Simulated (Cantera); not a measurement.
## Thermodynamics of halide evaporation, hydrolysis and transport, feed NaCl + H2

Input: 1 mol NaCl, 1.5 mol H2, held at 0.110 bar.

These are equilibrium values from Cantera (NASA tables, ideal gas, pure condensed phases), not measurements of a reactor. Candidate condensed phases: Na, NaCl; 10 gas species. Kinetics and transport are ignored.

```json
[
 {"T (°C)": "575", "log p H2": "-0.96", "log p NaCl": "-6.25", "log p Na2Cl2": "-6.84", "log p HCl": "-8.24", "log p Na": "-8.24", "log p H": "-11.20", "n NaCl(s)": "1.000", "n NaCl(l)": "0"},
 {"T (°C)": "625", "log p H2": "-0.96", "log p NaCl": "-5.50", "log p Na2Cl2": "-6.02", "log p HCl": "-7.53", "log p Na": "-7.53", "log p H": "-10.44", "n NaCl(s)": "1.000", "n NaCl(l)": "0"},
 {"T (°C)": "675", "log p H2": "-0.96", "log p NaCl": "-4.83", "log p Na2Cl2": "-5.29", "log p HCl": "-6.89", "log p Na": "-6.89", "log p H": "-9.76", "n NaCl(s)": "1.000", "n NaCl(l)": "0"},
 {"T (°C)": "725", "log p H2": "-0.96", "log p NaCl": "-4.23", "log p Na2Cl2": "-4.64", "log p HCl": "-6.32", "log p Na": "-6.33", "log p H": "-9.15", "n NaCl(s)": "0.999", "n NaCl(l)": "0"},
 {"T (°C)": "775", "log p H2": "-0.96", "log p NaCl": "-3.70", "log p Na2Cl2": "-4.06", "log p HCl": "-5.81", "log p Na": "-5.81", "log p H": "-8.59", "n NaCl(s)": "0.995", "n NaCl(l)": "0"},
 {"T (°C)": "825", "log p H2": "-0.96", "log p NaCl": "-3.24", "log p Na2Cl2": "-3.60", "log p HCl": "-5.36", "log p Na": "-5.36", "log p H": "-8.09", "n NaCl(s)": "0", "n NaCl(l)": "0.985"},
 {"T (°C)": "875", "log p H2": "-0.97", "log p NaCl": "-2.86", "log p Na2Cl2": "-3.25", "log p HCl": "-4.97", "log p Na": "-4.97", "log p H": "-7.63", "n NaCl(s)": "0", "n NaCl(l)": "0.965"},
 {"T (°C)": "925", "log p H2": "-0.98", "log p NaCl": "-2.51", "log p Na2Cl2": "-2.93", "log p HCl": "-4.61", "log p Na": "-4.61", "log p H": "-7.21", "n NaCl(s)": "0", "n NaCl(l)": "0.923"},
 {"T (°C)": "975", "log p H2": "-0.99", "log p NaCl": "-2.20", "log p Na2Cl2": "-2.64", "log p HCl": "-4.29", "log p Na": "-4.29", "log p H": "-6.83", "n NaCl(s)": "0", "n NaCl(l)": "0.837"},
 {"T (°C)": "1025", "log p H2": "-1.03", "log p NaCl": "-1.91", "log p Na2Cl2": "-2.38", "log p HCl": "-4.00", "log p Na": "-4.00", "log p H": "-6.49", "n NaCl(s)": "0", "n NaCl(l)": "0.664"}
]
```
log p: log10 of the partial pressure in bar; n: condensed amount in mol.

From 575 °C to 775 °C the condensed part is NaCl(s). From 825 °C to 1025 °C the condensed part is NaCl(l). The main Na-bearing gas is NaCl throughout.
